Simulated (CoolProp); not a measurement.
Saturated liquid density (kg/m³) of methanol: the reference equation beside estimates from Tc = 513.4 K, pc = 8.216 MPa, ω = 0.565.

Computed with CoolProp (reference Helmholtz-energy equation of state, de Reuck 1993).

```json
[
 {"T (K)": "279.4", "reference": "803.8", "Redlich-Kwong": "583.3", "Soave-Redlich-Kwong": "618.4"},
 {"T (K)": "290", "reference": "793.9", "Redlich-Kwong": "574.8", "Soave-Redlich-Kwong": "611.6"},
 {"T (K)": "300.5", "reference": "784.0", "Redlich-Kwong": "566.1", "Soave-Redlich-Kwong": "604.4"},
 {"T (K)": "311.1", "reference": "774.0", "Redlich-Kwong": "556.9", "Soave-Redlich-Kwong": "596.8"},
 {"T (K)": "321.6", "reference": "764.0", "Redlich-Kwong": "547.5", "Soave-Redlich-Kwong": "588.8"},
 {"T (K)": "332.2", "reference": "753.7", "Redlich-Kwong": "537.6", "Soave-Redlich-Kwong": "580.3"},
 {"T (K)": "342.7", "reference": "743.3", "Redlich-Kwong": "527.4", "Soave-Redlich-Kwong": "571.3"},
 {"T (K)": "353.2", "reference": "732.5", "Redlich-Kwong": "516.8", "Soave-Redlich-Kwong": "561.7"},
 {"T (K)": "363.8", "reference": "721.3", "Redlich-Kwong": "505.6", "Soave-Redlich-Kwong": "551.4"},
 {"T (K)": "374.3", "reference": "709.7", "Redlich-Kwong": "494.0", "Soave-Redlich-Kwong": "540.6"},
 {"T (K)": "384.9", "reference": "697.3", "Redlich-Kwong": "481.7", "Soave-Redlich-Kwong": "528.8"},
 {"T (K)": "395.4", "reference": "684.5", "Redlich-Kwong": "469.0", "Soave-Redlich-Kwong": "516.4"},
 {"T (K)": "406", "reference": "670.7", "Redlich-Kwong": "455.4", "Soave-Redlich-Kwong": "502.8"},
 {"T (K)": "416.5", "reference": "656.0", "Redlich-Kwong": "441.2", "Soave-Redlich-Kwong": "488.3"}
]
```

Absolute difference from the reference over all 14 rows, mean and median: Redlich-Kwong 29.6 and 29.2 %, Soave-Redlich-Kwong 23.6 and 23.2 %.
